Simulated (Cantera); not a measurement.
What does this Cantera script print?

```python
import numpy as np
import cantera as ct

gas = ct.Solution("gri30.yaml")
gas.TPX = 600, 101325, {'C3H8': 1, 'O2': 7.46, 'N2': 22, 'CO2': 3.4}
flame = ct.FreeFlame(gas, width=0.04)
flame.set_refine_criteria(ratio=3, slope=0.08, curve=0.16)
flame.transport_model = "mixture-averaged"
flame.solve(loglevel=0, auto=True)
z, T = flame.grid, flame.T
thick = (T[-1] - T[0]) / np.gradient(T, z).max()
show = ['C3H8', 'O2', 'CO2', 'CH2CO', 'NO', 'OH']
print(f"laminar burning velocity  {flame.velocity[0] * 100:.3f} cm/s")
print(f"burnt temperature         {T[-1]:.1f} K")
print(f"thermal thickness         {thick * 1e3:.4f} mm")
print(f"grid points               {len(z)}")
z0 = z[flame.heat_release_rate.argmax()]
print(f"{'z/mm':>9s}{'T/K':>9s}{'u/(m/s)':>9s}" + "".join(f"{s:>11s}" for s in show))
rows = []
for k in (-3, -2, -1.5, -1, -0.5, -0.25, 0, 0.25, 0.5, 1, 2, 4, 8):
    zz = z0 + k * thick
    rows.append([k * thick, np.interp(zz, z, T), np.interp(zz, z, flame.velocity),
                 *(np.interp(zz, z, flame.X[gas.species_index(s)]) for s in show)])
    print(f"{rows[-1][0] * 1e3:9.3f}{rows[-1][1]:9.1f}{rows[-1][2]:9.3f}" + "".join(f"{x:11.3e}" for x in rows[-1][3:]))
```

Result:

```
laminar burning velocity  94.796 cm/s
burnt temperature         2069.5 K
thermal thickness         0.3536 mm
grid points               133
     z/mm      T/K  u/(m/s)       C3H8         O2        CO2      CH2CO         NO         OH
   -1.061    600.2    0.949  2.952e-02  2.202e-01  1.004e-01  1.298e-08  6.888e-11  1.797e-12
   -0.707    601.6    0.952  2.949e-02  2.198e-01  1.003e-01  1.989e-07  6.604e-10  1.884e-10
   -0.530    606.7    0.961  2.944e-02  2.189e-01  1.001e-01  1.243e-06  2.876e-09  4.416e-09
   -0.354    641.8    1.021  2.903e-02  2.145e-01  9.988e-02  1.421e-05  2.023e-08  3.061e-07
   -0.177    879.1    1.424  2.274e-02  1.879e-01  1.007e-01  2.165e-04  2.076e-07  1.764e-05
   -0.088   1188.9    1.965  9.925e-03  1.539e-01  1.053e-01  7.340e-04  5.455e-07  2.257e-04
    0.000   1521.3    2.553  5.553e-04  1.152e-01  1.161e-01  1.020e-03  1.156e-06  1.939e-03
    0.088   1665.4    2.796  1.301e-06  9.437e-02  1.294e-01  2.356e-04  2.042e-06  4.498e-03
    0.177   1719.8    2.877  8.241e-10  8.646e-02  1.399e-01  1.838e-05  2.930e-06  5.752e-03
    0.354   1790.1    2.976  3.879e-15  8.059e-02  1.523e-01  9.837e-08  4.451e-06  6.538e-03
    0.707   1873.9    3.097  1.284e-22  7.657e-02  1.622e-01  2.006e-11  6.786e-06  6.535e-03
    1.415   1952.1    3.209  2.384e-33  7.380e-02  1.695e-01  9.138e-17  1.009e-05  5.707e-03
    2.829   2011.5    3.293  1.431e-42  7.176e-02  1.754e-01  2.939e-21  1.461e-05  4.482e-03
```

Computed with Cantera and GRI-Mech 3.0 (53 species, 325 reactions). GRI-Mech 3.0 was tuned for natural gas; its chemistry of propane as a main component is partial and can be far from experiment. Burning velocities carry a grid error of a few per cent, more on coarse grids.
